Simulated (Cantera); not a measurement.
## Moist CO burnout

A perfectly stirred reactor is fed with 0.128 % CO, 1.09 % O2, 0.0109 % H2O, 98.8 % N2, equivalence ratio 0.059, at 7.80 bar; it is held at 1425 K, and followed from long to short residence time.

Computed with Cantera and GRI-Mech 3.0 (53 species, 325 reactions).

```json
[
 {"τ (s)": "1.7", "x CO": "1.99e-5", "x O2": "0.0102", "x H2O": "0.000108", "x NO": "2.69e-6", "x O": "1.40e-6", "x NO2": "1.19e-7", "x H2": "9.57e-9"},
 {"τ (s)": "0.63", "x CO": "4.28e-5", "x O2": "0.0102", "x H2O": "0.000108", "x NO": "2.73e-6", "x O": "2.40e-6", "x NO2": "1.45e-7", "x H2": "1.82e-8"},
 {"τ (s)": "0.23", "x CO": "9.25e-5", "x O2": "0.0103", "x H2O": "0.000107", "x NO": "2.66e-6", "x O": "4.16e-6", "x NO2": "1.57e-7", "x H2": "3.57e-8"},
 {"τ (s)": "0.086", "x CO": "0.000189", "x O2": "0.0103", "x H2O": "0.000107", "x NO": "2.33e-6", "x O": "6.99e-6", "x NO2": "1.43e-7", "x H2": "6.82e-8"},
 {"τ (s)": "0.032", "x CO": "0.000362", "x O2": "0.0104", "x H2O": "0.000107", "x NO": "1.67e-6", "x O": "1.12e-5", "x NO2": "1.01e-7", "x H2": "1.22e-7"},
 {"τ (s)": "0.012", "x CO": "0.000615", "x O2": "0.0105", "x H2O": "0.000106", "x NO": "8.69e-7", "x O": "1.64e-5", "x NO2": "5.07e-8", "x H2": "1.92e-7"},
 {"τ (s)": "0.0043", "x CO": "0.000909", "x O2": "0.0107", "x H2O": "0.000106", "x NO": "2.69e-7", "x O": "2.05e-5", "x NO2": "1.51e-8", "x H2": "2.48e-7"},
 {"τ (s)": "0.0016", "x CO": "0.00113", "x O2": "0.0108", "x H2O": "0.000106", "x NO": "4.47e-8", "x O": "1.96e-5", "x NO2": "2.42e-9", "x H2": "2.27e-7"}
]
```
x: mole fraction; the columns are a selection and need not sum to one.
